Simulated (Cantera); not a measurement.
MgCO3 + SO2 + O2 (roasting and sulfation)

Charge: 1 mol MgCO3, a varied amount of SO2, 0.059 mol O2, at 1173.15 K and 0.0100 bar.

Method: chemical equilibrium by Gibbs-energy minimisation in Cantera with the NASA 1993 tables (ideal gas, pure condensed phases). Candidate condensed phases: C, Mg, MgCO3, MgO, MgS, MgSO4, S; 26 gas species. Equilibrium is a limit: real reactors are often held back by kinetics, nucleation or transport.

| n(SO2) (mol) | log p CO2 | log p SO2 | log p O2 | log p SO3 | log p CO | log p O | log p SO | n MgO(s) |
|---|---|---|---|---|---|---|---|---|
| 0.068 | -2.05 | -3.22 | -3.28 | -5.36 | -8.45 | -9.49 | -10.97 | 1.00 |
| 0.11 | -2.07 | -3.03 | -3.30 | -5.17 | -8.46 | -9.50 | -10.77 | 1.00 |
| 0.17 | -2.09 | -2.86 | -3.32 | -5.02 | -8.47 | -9.51 | -10.59 | 1.00 |
| 0.27 | -2.12 | -2.69 | -3.36 | -4.87 | -8.48 | -9.53 | -10.40 | 1.00 |
| 0.43 | -2.17 | -2.54 | -3.41 | -4.74 | -8.51 | -9.56 | -10.22 | 1.00 |
| 0.69 | -2.24 | -2.41 | -3.49 | -4.64 | -8.54 | -9.60 | -10.05 | 1.00 |
| 1.1 | -2.33 | -2.29 | -3.58 | -4.58 | -8.58 | -9.65 | -9.89 | 1.00 |
| 1.7 | -2.44 | -2.21 | -3.70 | -4.55 | -8.63 | -9.70 | -9.75 | 1.00 |
| 2.8 | -2.59 | -2.14 | -3.86 | -4.56 | -8.70 | -9.78 | -9.60 | 1.00 |
log p: log10 of the partial pressure in bar; n: condensed amount in mol.

From 0.068 mol SO2 to 2.8 mol SO2 the condensed part is MgO(s).
